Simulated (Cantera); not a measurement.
An isothermal, constant-pressure homogeneous reactor starts with 15.4 % H₂, 15.4 % O₂, 69.2 % N₂, equivalence ratio 0.50, at 900 K and 1.00 bar.

Detailed kinetics in Cantera: the H2/O2 subset of GRI-Mech 3.0, which has no nitrogen chemistry. Below about 950 K walls govern HO2 and H2O2 in real vessels. The temperature is held fixed by assumption; the heat of reaction is taken as removed at once.

x: mole fraction; the columns are a selection and need not sum to one.

```json
[
 {"t (s)": "6.00e-5", "x H₂": "0.154", "x O₂": "0.154", "x H": "1.01e-11", "x HO₂": "1.22e-10", "x O": "1.82e-12", "x OH": "<1e-12", "x H₂O₂": "<1e-12"},
 {"t (s)": "0.000165", "x H₂": "0.154", "x O₂": "0.154", "x H": "1.07e-11", "x HO₂": "3.84e-10", "x O": "1.94e-12", "x OH": "<1e-12", "x H₂O₂": "<1e-12"},
 {"t (s)": "0.000452", "x H₂": "0.154", "x O₂": "0.154", "x H": "1.10e-11", "x HO₂": "1.11e-9", "x O": "2.00e-12", "x OH": "<1e-12", "x H₂O₂": "7.47e-12"},
 {"t (s)": "0.00124", "x H₂": "0.154", "x O₂": "0.154", "x H": "1.18e-11", "x HO₂": "3.15e-9", "x O": "2.14e-12", "x OH": "<1e-12", "x H₂O₂": "5.87e-11"},
 {"t (s)": "0.00340", "x H₂": "0.154", "x O₂": "0.154", "x H": "1.42e-11", "x HO₂": "9.03e-9", "x O": "2.59e-12", "x OH": "<1e-12", "x H₂O₂": "4.56e-10"},
 {"t (s)": "0.00933", "x H₂": "0.154", "x O₂": "0.154", "x H": "2.25e-11", "x HO₂": "2.78e-8", "x O": "4.09e-12", "x OH": "1.03e-12", "x H₂O₂": "3.66e-9"},
 {"t (s)": "0.0256", "x H₂": "0.154", "x O₂": "0.154", "x H": "6.38e-11", "x HO₂": "1.12e-7", "x O": "1.16e-11", "x OH": "3.18e-12", "x H₂O₂": "3.43e-8"},
 {"t (s)": "0.0703", "x H₂": "0.154", "x O₂": "0.154", "x H": "6.14e-10", "x HO₂": "1.06e-6", "x O": "1.12e-10", "x OH": "3.50e-11", "x H₂O₂": "6.94e-7"},
 {"t (s)": "0.193", "x H₂": "0.154", "x O₂": "0.154", "x H": "1.45e-8", "x HO₂": "9.03e-6", "x O": "2.63e-9", "x OH": "…", "x H₂O₂": "3.96e-5"},
 {"t (s)": "0.529", "x H₂": "0.146", "x O₂": "0.150", "x H": "2.09e-7", "x HO₂": "3.49e-5", "x O": "3.71e-8", "x OH": "…", "x H₂O₂": "0.000785"},
 {"t (s)": "1.45", "x H₂": "0.102", "x O₂": "0.130", "x H": "1.46e-7", "x HO₂": "3.36e-5", "x O": "3.11e-8", "x OH": "…", "x H₂O₂": "0.000815"},
 {"t (s)": "3.98", "x H₂": "0.0344", "x O₂": "0.0989", "x H": "6.00e-8", "x HO₂": "2.35e-5", "x O": "2.61e-8", "x OH": "…", "x H₂O₂": "0.000388"},
 {"t (s)": "10.9", "x H₂": "0.00115", "x O₂": "0.0839", "x H": "1.44e-9", "x HO₂": "3.64e-6", "x O": "6.55e-9", "x OH": "…", "x H₂O₂": "9.75e-6"},
 {"t (s)": "30.0", "x H₂": "0.000102", "x O₂": "0.0834", "x H": "2.50e-11", "x HO₂": "4.67e-7", "x O": "2.25e-10", "x OH": "…", "x H₂O₂": "1.65e-7"}
]
```

Q: Some entries are withheld; supply them.

A: 
- 0.193, x OH: 1.18e-9
- 0.529, x OH: 2.64e-8
- 1.45, x OH: 3.10e-8
- 3.98, x OH: 3.87e-8
- 10.9, x OH: 2.53e-8
- 30.0, x OH: 4.90e-9
